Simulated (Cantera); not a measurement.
**Thermodynamics of calcination and drying, feed MgSO4 + CO2 + H2**

Feed: 1 mol MgSO4, 0.2 mol CO2, 2.4 mol H2, at 0.0100 bar.

These are equilibrium values from Cantera (NASA tables, ideal gas, pure condensed phases), not measurements of a reactor. Candidate condensed phases: C, C6H6, C7H8, C8H18, H2O, H2SO4, Mg, MgCO3, MgO, Mg(OH)2, MgS, MgSO4, S; 130 gas species. Rates play no part.

```csv
T (°C),log p H2O,log p H2,log p SO2,log p S2,log p CO2,log p CO,log p SO,log p H2S,n MgO(s)
1150,-2.21,-3.05,-2.83,-3.17,-3.34,-3.83,-4.50,-3.90,1.00
1200,-2.22,-2.99,-2.82,-3.19,-3.38,-3.75,-4.35,-3.97,1.00
1250,-2.23,-2.94,-2.80,-3.22,-3.41,-3.69,-4.21,-4.03,1.000
1300,-2.24,-2.89,-2.78,-3.26,-3.45,-3.63,-4.08,-4.10,1.000
1350,-2.26,-2.85,-2.77,-3.29,-3.49,-3.58,-3.95,-4.17,1.000
1400,-2.27,-2.81,-2.75,-3.34,-3.52,-3.54,-3.84,-4.24,1.000
1450,-2.28,-2.77,-2.74,-3.39,-3.56,-3.51,-3.74,-4.32,1.000
1500,-2.29,-2.75,-2.73,-3.44,-3.60,-3.48,-3.64,-4.39,1.000
1550,-2.31,-2.72,-2.73,-3.50,-3.64,-3.46,-3.56,-4.47,1.000
1600,-2.32,-2.70,-2.72,-3.57,-3.68,-3.44,-3.48,-4.55,1.000
```
log p: log10 of the partial pressure in bar; n: condensed amount in mol.

From 1150 °C to 1600 °C the condensed part is MgO(s). The main Mg-bearing gas is Mg(OH)2 at 1150 °C and Mg at 1600 °C.
